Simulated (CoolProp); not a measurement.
A simple Rankine cycle with R236EA: condensing at 333.15 K, boiler at 2.13 MPa, turbine inlet 411 K, turbine efficiency 0.9, pump efficiency 0.8, no recuperator. Each further row changes one setting.

Values from CoolProp's reference Helmholtz-energy equation of state, Rui 2013.

| case | thermal efficiency (%) | net work (kJ/kg) | heat in (kJ/kg) | turbine exit temperature (K) | volume ratio over the turbine |
|---|---|---|---|---|---|
| as stated | 9.6 | … | 195 | … | 3.97 |
| condensing temperature 325.15 K | 10.9 | … | … | 369.0 | … |
| boiler pressure 1.49 MPa | 7.2 | … | 204 | 387.0 | 2.58 |
| turbine efficiency 0.8 | 8.4 | … | 195 | … | 4.01 |

Task: Complete the blanks.

Result: 
- as stated, net work (kJ/kg): 18.7
- as stated, turbine exit temperature (K): 374.1
- condensing temperature 325.15 K, net work (kJ/kg): 22.3
- condensing temperature 325.15 K, heat in (kJ/kg): 206
- condensing temperature 325.15 K, volume ratio over the turbine: 4.98
- boiler pressure 1.49 MPa, net work (kJ/kg): 14.7
- turbine efficiency 0.8, net work (kJ/kg): 16.5
- turbine efficiency 0.8, turbine exit temperature (K): 376.3
